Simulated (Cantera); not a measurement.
# Formation from one mole of Br2

Source: NASA polynomial tables (part measured, part estimated), evaluated in Cantera. Values are per mole of reaction as written; species without (g) are pure solids or liquids, kept so even where they would boil at 1 bar.

0.6667 Al + Br2(g) ⇌ 0.6667 AlBr3(g)

```tsv
T (K)	ΔH° (kJ)	ΔS° (J/K)	ΔG° (kJ)	log10 K
300	-304.5	-31.4	-295.1	51.39
375	-304.7	-31.8	-292.8	40.78
400	-304.7	-31.9	-292.0	38.13
425	-304.8	-32.0	-291.2	35.79
450	-304.8	-32.1	-290.4	33.70
475	-304.9	-32.2	-289.6	31.84
500	-304.9	-32.3	-288.8	30.17
525	-305.0	-32.4	-287.9	28.65
550	-305.0	-32.5	-287.1	27.27
575	-305.0	-32.6	-286.3	26.01
600	-305.1	-32.6	-285.5	24.86
625	-305.1	-32.7	-284.7	23.79
```

0.5 Si + Br2(g) ⇌ 0.5 SiBr4(g)

| T (K) | ΔH° (kJ) | ΔS° (J/K) | ΔG° (kJ) | log10 K |
|---|---|---|---|---|
| 300 | -238.6 | -65.2 | -219.1 | 38.15 |
| 375 | -238.4 | -64.6 | -214.2 | 29.84 |
| 400 | -238.4 | -64.4 | -212.6 | 27.76 |
| 425 | -238.3 | -64.2 | -211.0 | 25.93 |
| 450 | -238.2 | -64.1 | -209.4 | 24.31 |
| 475 | -238.2 | -63.9 | -207.8 | 22.85 |
| 500 | -238.1 | -63.8 | -206.2 | 21.54 |
| 525 | -238.0 | -63.7 | -204.6 | 20.36 |
| 550 | -238.0 | -63.5 | -203.0 | 19.28 |
| 575 | -237.9 | -63.4 | -201.4 | 18.30 |
| 600 | -237.8 | -63.3 | -199.9 | 17.40 |
| 625 | -237.7 | -63.1 | -198.3 | 16.57 |

Mg + Br2(g) ⇌ MgBr2

```csv
T (K),ΔH° (kJ),ΔS° (J/K),ΔG° (kJ),log10 K
300,-555.2,-160.8,-506.9,88.26
375,-554.2,-157.8,-495.0,68.94
400,-553.8,-156.9,-491.0,64.12
425,-553.5,-156.1,-487.1,59.87
450,-553.1,-155.2,-483.2,56.09
475,-552.7,-154.4,-479.4,52.71
500,-552.3,-153.6,-475.5,49.68
525,-551.9,-152.9,-471.7,46.93
550,-551.6,-152.1,-467.9,44.43
575,-551.2,-151.4,-464.1,42.16
600,-550.8,-150.8,-460.3,40.07
625,-550.4,-150.1,-456.5,38.15
```

Ba + Br2(g) ⇌ BaBr2

| T (K) | ΔH° (kJ) | ΔS° (J/K) | ΔG° (kJ) | log10 K |
|---|---|---|---|---|
| 300 | -788.6 | -159.2 | -740.9 | 128.99 |
| 375 | -787.7 | -156.4 | -729.0 | 101.55 |
| 400 | -787.4 | -155.6 | -725.1 | 94.69 |
| 425 | -787.0 | -154.8 | -721.3 | 88.64 |
| 450 | -786.7 | -154.1 | -717.4 | 83.27 |
| 475 | -786.4 | -153.4 | -713.6 | 78.47 |
| 500 | -786.1 | -152.7 | -709.7 | 74.14 |
| 525 | -785.8 | -152.1 | -705.9 | 70.23 |
| 550 | -785.5 | -151.5 | -702.1 | 66.68 |
| 575 | -785.1 | -150.9 | -698.3 | 63.44 |
| 600 | -784.8 | -150.4 | -694.6 | 60.47 |
| 625 | -784.5 | -149.9 | -690.8 | 57.73 |
